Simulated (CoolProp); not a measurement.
A single-stage vapour-compression cycle with the fluid: evaporating at 217.15 K (dew point), condensing at 264.15 K (bubble point), superheat 10 K, subcooling 5 K, compressor efficiency 0.75, no pressure losses. The same conditions are run with several fluids, on thermodynamics alone (safety and materials aside).

Values from CoolProp's reference Helmholtz-energy equation of state of each fluid (dimethyl ether: Wu 2011; C3F8 (R218): Lemmon 2006; R115: Lemmon 2016; fluoroethane (R161): Wu 2012; propylene: Lemmon 2013; R407C: Lemmon 2003). Blends and air are pseudo-pure fits.

```csv
fluid,cooling COP,pressure ratio,discharge temperature (K),refrigerating effect (kJ/kg),volumetric capacity (kJ/m³)
dimethyl ether,2.98,9.29,331.2,419,214
C3F8 (R218),2.75,7.90,271.9,77.4,305
R115,2.88,7.35,283.7,97.9,365
fluoroethane (R161),2.94,8.03,336.8,371,383
propylene,[?],6.50,[?],366,[?]
R407C,2.48,11.8,336.2,205,337
```

**Question.** Fill in the missing entries.

**Answer.** 
- propylene, cooling COP: 2.95
- propylene, discharge temperature (K): 318.2
- propylene, volumetric capacity (kJ/m³): 569
